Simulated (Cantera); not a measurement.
An isothermal, constant-pressure homogeneous reactor starts with NH3 : N2 = 1 : 4.9 (molar parts), at 1675 K and 975 Torr.

Model: the gas-phase N/H chemistry of the illustrative SiF4/NH3 mechanism in the Surface Chemkin manual (1991), integrated in Cantera. Walls and surfaces, which speed up NH3 decomposition in real reactors, are not modelled.

Problem. Predict: x(NH3) at 2.00 s; x(H) at 2.00 s; x(NH) at 2.00 s; x(H2) at 2.00 s; x(N) at 2.00 s; x(NH2) at 2.00 s; x(N2) at 2.00 s.

Solution. 
```
Quantity                                            Result
----------------  ----------------------------------------
x(NH3) at 2.00 s    0.0712 (gas-phase equilibrium 4.45e-6)
x(H) at 2.00 s     2.27e-5 (gas-phase equilibrium 4.78e-5)
x(NH) at 2.00 s   3.47e-7 (gas-phase equilibrium 3.35e-11)
x(H2) at 2.00 s        0.126 (gas-phase equilibrium 0.217)
x(N) at 2.00 s    2.07e-8 (gas-phase equilibrium 2.59e-12)
x(NH2) at 2.00 s   3.20e-5 (gas-phase equilibrium 2.45e-9)
x(N2) at 2.00 s        0.803 (gas-phase equilibrium 0.783)
```
